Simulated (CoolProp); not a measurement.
Vapour pressure (kPa) of toluene: the reference equation beside estimates from Tc = 318.6 °C, pc = 4126 kPa, ω = 0.266. Clausius-Clapeyron is anchored at 195.85 °C with a constant enthalpy of vaporisation of 27.15 kJ/mol.

Computed with CoolProp (reference Helmholtz-energy equation of state, Lemmon 2006). It is a short technical equation, of lower accuracy than the large ones.

| T (°C) | reference | Lee-Kesler | Clausius-Clapeyron | van der Waals | Redlich-Kwong | Soave-Redlich-Kwong | Peng-Robinson |
|---|---|---|---|---|---|---|---|
| 154.65 | 305.6 | 306.8 | 356.1 | 973.1 | 470.9 | 306.7 | 304.6 |
| 175.25 | 471.0 | 474.8 | 505.7 | 1225 | 680.9 | 475.3 | 470.4 |
| 195.85 | 696.4 | 703.4 | 696.4 | 1515 | 949.3 | 706.2 | 697.4 |
| 216.45 | 994.3 | 1005 | 933.4 | 1845 | 1283 | 1012 | 998.8 |
| 237.05 | 1379 | 1392 | 1222 | 2217 | 1689 | 1407 | 1389 |
| 257.65 | 1865 | 1880 | 1566 | 2632 | 2174 | 1905 | 1883 |
| 278.25 | 2474 | 2488 | 1971 | 3092 | 2743 | 2520 | 2498 |
| 298.85 | 3229 | 3240 | 2440 | 3597 | 3403 | 3269 | 3253 |

Absolute difference from the reference over all 8 rows, mean and median: Lee-Kesler 0.7 and 0.8 %, Clausius-Clapeyron 12.8 and 13.7 %, van der Waals 90.0 and 73.2 %, Redlich-Kwong 27.4 and 25.8 %, Soave-Redlich-Kwong 1.5 and 1.6 %, Peng-Robinson 0.6 and 0.6 %.
